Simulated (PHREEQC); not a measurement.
A solution holds 0.0041 mol/kgw CdCl2 and 0.0065 mol/kgw NaCl, at 85 °C. Closed to the air; pH follows from the charge balance.

Computed with PHREEQC (ion-association model, phreeqc.dat).

Precipitation was switched off in this run.

Question: Predict the pH, ionic strength.

Answer: pH 5.60; ionic strength 0.0149 mol/kgw.

Question: In which forms is Cl present?

Answer: Cl- 86 %, CdCl+ 12 %, CdCl2 1.2 % of the Cl.

Away from 25 °C the constants follow the database's enthalpies or fits; those with neither stay at their 25 °C values.
